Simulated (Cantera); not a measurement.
A Cantera script and its output.

```python
import numpy as np
import cantera as ct

gas = ct.Solution("gri30.yaml", transport_model="mixture-averaged")
show = ['H2', 'H', 'O']

rows = []
print(f"{'T/K':>7s}{'rho':>11s}{'cp':>10s}{'mu':>11s}{'lambda':>11s}{'Pr':>7s}" + "".join(f"{'D_' + s:>11s}" for s in show))
for T in [400, 650, 900, 1150, 1400, 1650, 1900, 2150, 2400]:
    gas.TPX = T, 990, {'N2': 0.72, 'O2': 0.83, 'CO2': 0.6}
    Pr = gas.cp_mass * gas.viscosity / gas.thermal_conductivity
    D = [gas.mix_diff_coeffs_mole[gas.species_index(s)] for s in show]
    rows.append([gas.density, gas.cp_mass, gas.viscosity, gas.thermal_conductivity, Pr, *D])
    print(f"{T:7g}{gas.density:11.4e}{gas.cp_mass:10.1f}{gas.viscosity:11.4e}"
          f"{gas.thermal_conductivity:11.4e}{Pr:7.3f}" + "".join(f"{d:11.4e}" for d in D))
print("SI units: kg/m3, J/kg/K, Pa s, W/m/K, m2/s")
```

Output:

```
    T/K        rho        cp         mu     lambda     Pr       D_H2        D_H        D_O
    400 1.0126e-02     969.1 2.2619e-05 3.0876e-02  0.710 1.2600e-02 1.9986e-02 5.1331e-03
    650 6.2311e-03    1066.6 3.2455e-05 4.8488e-02  0.714 2.8538e-02 4.6623e-02 1.1785e-02
    900 4.5003e-03    1140.9 4.0701e-05 6.4599e-02  0.719 4.9090e-02 8.1114e-02 2.0371e-02
   1150 3.5219e-03    1190.6 4.8015e-05 7.9375e-02  0.720 7.3752e-02 1.2252e-01 3.0674e-02
   1400 2.8930e-03    1225.5 5.4702e-05 9.3083e-02  0.720 1.0219e-01 1.7023e-01 4.2548e-02
   1650 2.4547e-03    1251.6 6.0931e-05 1.0594e-01  0.720 1.3415e-01 2.2383e-01 5.5890e-02
   1900 2.1317e-03    1271.7 6.6806e-05 1.1812e-01  0.719 1.6944e-01 2.8299e-01 7.0620e-02
   2150 1.8838e-03    1287.7 7.2399e-05 1.2974e-01  0.719 2.0791e-01 3.4744e-01 8.6672e-02
   2400 1.6876e-03    1301.2 7.7758e-05 1.4091e-01  0.718 2.4942e-01 4.1699e-01 1.0399e-01
SI units: kg/m3, J/kg/K, Pa s, W/m/K, m2/s
```

Model: GRI-Mech 3.0 (53 species, 325 reactions), integrated in Cantera.
